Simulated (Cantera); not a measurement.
Input (Python, Cantera) and output of one run.

```python
import numpy as np
import cantera as ct

gas_names = """
    CL CL2 H HCL H2 N NH NH2 NH3 N2 N2H2 N2H4 Si SiCL SiCL2 SiCL3 SiCL4 SiH SiHCL3 SiH2 SiH2CL2 SiH3
    SiH3CL SiH4 SiN Si2 Si2N Si3
""".split()
cond_names = """
    NH4CL(a) NH4CL(b) Si(cr) Si(L) Si3N4(a)
""".split()


# ... load() reads the species with a 1 bar reference pressure and builds the phases ...
atoms = {
    'Si': {'Si': 1},
    'HCl': {'H': 1, 'CL': 1},
    'N2': {'N': 2},
}
top_T = {'Si3N4(a)': 2400}  # K; cautious upper limits of use, not melting points


# ... equilibrate(T, P, feed) seeds the gas with the atoms and calls Mixture.equilibrate('TP', solver="vcs", rtol=1e-11, max_steps=5000) ...
results = []
feed = {'Si': 1, 'HCl': 28, 'N2': 2.8}  # mol
T = 523.15  # K
P = 12  # Pa
mix = equilibrate(T, P, feed)
results.append((T, P, feed, dict(zip(mix.species_names, mix.species_moles))))
x = sorted(zip(gas.X, gas.species_names), reverse=True)
print(f"T = {T:g} K  P = {P:g} Pa  gas = {mix.phase_moles(0):.4g} mol")
print("   x: " + "  ".join(f"{s} {v:.3e}" for v, s in x if v > 0.0001))
print("   condensed (mol): " + ("  ".join(f"{mix.phase(i).name} {mix.phase_moles(i):.4g}"
      for i in range(1, mix.n_phases) if mix.phase_moles(i) > 1e-12) or "none"))
```

It prints:

```
T = 523.15 K  P = 12 Pa  gas = 29.8 mol
   x: HCL 8.054e-01  N2 9.396e-02  H2 6.711e-02  SiCL4 3.356e-02
   condensed (mol): none
```

Cantera equilibrium calculation (NASA polynomials, part measured and part estimated; ideal gas, pure solids and liquids).
